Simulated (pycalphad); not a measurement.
All values are pycalphad results on the COST 507 light-alloy database (1999) (1 atm), not direct measurements. These are 1990s assessments: newer ones move some temperatures and phases. Amounts are mole fractions of atoms. Diffusion is slow at the low end, where real alloys seldom reach equilibrium.

Task: Give the equilibrium state of Al-5.1Si-11.95Mg (at.%) at 810 K.

Result: FCC_A1, fraction 0.849, with 0.09 Si, 2.2 Mg at.%; MG2SI, fraction 0.151, with 33.3 Si, 66.7 Mg at.%.

Task: Give the equilibrium state of Al-5.1Si-11.95Mg (at.%) at 370 K.

Result: FCC_A1, fraction 0.832, with <0.01 Si, 1.4 Mg at.%; MG2SI, fraction 0.153, with 33.3 Si, 66.7 Mg at.%; ALMG_BETA, fraction 0.015, with no Si, 38.9 Mg at.%.

Database names, with the compositions (at.%) that they take in these runs: MG2SI: Mg 67 Si 33; ALMG_BETA: Al 61 Mg 39. FCC_A1 is fcc. An entry "none" or "no" means that the model of the phase leaves that element out.
